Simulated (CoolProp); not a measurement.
Computed with CoolProp (reference Helmholtz-energy equation of state, Schroeder 2014).

For ethanol, give the phase and the viscosity (µPa s) at 346.85 °C and 696 kPa; 346.85 °C and 1740 kPa; 346.85 °C and 2440 kPa.


- 346.85 °C and 696 kPa: gas; viscosity 18.2
- 346.85 °C and 1740 kPa: gas; viscosity 18.4
- 346.85 °C and 2440 kPa: gas; viscosity 18.5

Viscosity comes from a separate model (Kiselev 2005).
